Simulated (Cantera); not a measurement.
Charge: 1 mol Si, 0.0095 mol H2O, 6.5 mol N2, at 0.590 bar.

Cantera equilibrium calculation (NASA polynomials, part measured and part estimated; ideal gas, pure solids and liquids). Candidate condensed phases: H2O, Si, SiO2, Si2N2O, Si3N4; 35 gas species. Mutual solubility and eutectic melting of coexisting phases are not modelled. The tables' values for SiN are old estimates; treat these amounts as uncertain. Rates play no part.

x: gas mole fraction; n: condensed amount in mol.

```json
[
 {"T (°C)": "1300", "x N2": "0.998", "x H2": "0.00162", "x SiO": "5.42e-7", "x H": "2.13e-6", "x Si": "4.33e-10", "n Si2N2O(s)": "0.00950", "n Si3N4(s)": "0.327"},
 {"T (°C)": "1350", "x N2": "0.998", "x H2": "0.00162", "x SiO": "2.10e-6", "x H": "3.63e-6", "x Si": "2.19e-9", "n Si2N2O(s)": "0.00949", "n Si3N4(s)": "0.327"},
 {"T (°C)": "1400", "x N2": "0.998", "x H2": "0.00162", "x SiO": "7.50e-6", "x H": "5.97e-6", "x Si": "1.00e-8", "n Si2N2O(s)": "0.00946", "n Si3N4(s)": "0.327"},
 {"T (°C)": "1450", "x N2": "0.998", "x H2": "0.00162", "x SiO": "2.48e-5", "x H": "9.56e-6", "x Si": "4.21e-8", "n Si2N2O(s)": "0.00935", "n Si3N4(s)": "0.327"},
 {"T (°C)": "1500", "x N2": "0.998", "x H2": "0.00162", "x SiO": "(withheld)", "x H": "(withheld)", "x Si": "(withheld)", "n Si2N2O(s)": "0.00905", "n Si3N4(s)": "0.327"},
 {"T (°C)": "1550", "x N2": "0.998", "x H2": "0.00161", "x SiO": "0.000222", "x H": "2.27e-5", "x Si": "5.82e-7", "n Si2N2O(s)": "0.00820", "n Si3N4(s)": "0.327"},
 {"T (°C)": "1600", "x N2": "0.998", "x H2": "0.00161", "x SiO": "0.000605", "x H": "3.37e-5", "x Si": "1.94e-6", "n Si2N2O(s)": "0.00596", "n Si3N4(s)": "0.328"},
 {"T (°C)": "1650", "x N2": "0.997", "x H2": "0.00160", "x SiO": "0.00157", "x H": "(withheld)", "x Si": "(withheld)", "n Si2N2O(s)": "(withheld)", "n Si3N4(s)": "0.330"},
 {"T (°C)": "1700", "x N2": "0.997", "x H2": "0.00159", "x SiO": "0.00162", "x H": "7.00e-5", "x Si": "1.80e-5", "n Si2N2O(s)": "0", "n Si3N4(s)": "0.330"},
 {"T (°C)": "1750", "x N2": "0.997", "x H2": "0.00157", "x SiO": "0.00162", "x H": "9.80e-5", "x Si": "5.03e-5", "n Si2N2O(s)": "0", "n Si3N4(s)": "0.330"},
 {"T (°C)": "1800", "x N2": "0.997", "x H2": "0.00155", "x SiO": "0.00162", "x H": "0.000135", "x Si": "0.000134", "n Si2N2O(s)": "0", "n Si3N4(s)": "0.330"}
]
```

Question: What belongs in the gaps?

Answer: 
- 1500, x SiO: 7.65e-5
- 1500, x H: 1.49e-5
- 1500, x Si: 1.63e-7
- 1650, x H: 4.90e-5
- 1650, x Si: 6.09e-6
- 1650, n Si2N2O(s): 0.000326
